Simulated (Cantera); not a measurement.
Silicon carbide growth: Si(CH3)4 + C3H8 + H2 + HCl

A closed system holds: 1 mol Si(CH3)4, 0.016 mol C3H8, 1400 mol H2, 0.017 mol HCl, at 2148 K.

Equilibrium computed with Cantera from the NASA thermochemical tables; the gas is ideal and each condensed phase is pure. Candidate condensed phases: C, C6H6, C7H8, C8H18, Si, SiC; 109 gas species. Gases not in the tables: Si2H6 and higher silanes. Rates play no part.

From 0.750 Torr to 14.3 Torr nothing is condensed. From 39.0 Torr to 750 Torr the condensed part is SiC(s). The main Si-bearing gas is Si at 0.750 Torr and SiH2 at 750 Torr.

```
P (Pa)   x H2      x H  x C2H2 (acetylene)      x Si     x CH4  n SiC(s)
------  -----  -------  ------------------  --------  --------  --------
100     0.875    0.123             0.00130  0.000618   1.99e-7         0
270     0.921   0.0770             0.00134  0.000625   5.88e-7         0
720     0.950   0.0479             0.00136  0.000616   1.66e-6         0
1900    0.968   0.0298             0.00137  0.000587   4.51e-6         0
5200    0.980   0.0181             0.00133  0.000459   1.24e-5     0.140
14000   0.987   0.0111             0.00118  0.000182   3.18e-5     0.620
37000   0.992  0.00682             0.00109   7.15e-5   8.14e-5     0.815
100000  0.995  0.00416            0.000999   2.77e-5  0.000211     0.895
```
x: gas mole fraction; n: condensed amount in mol.
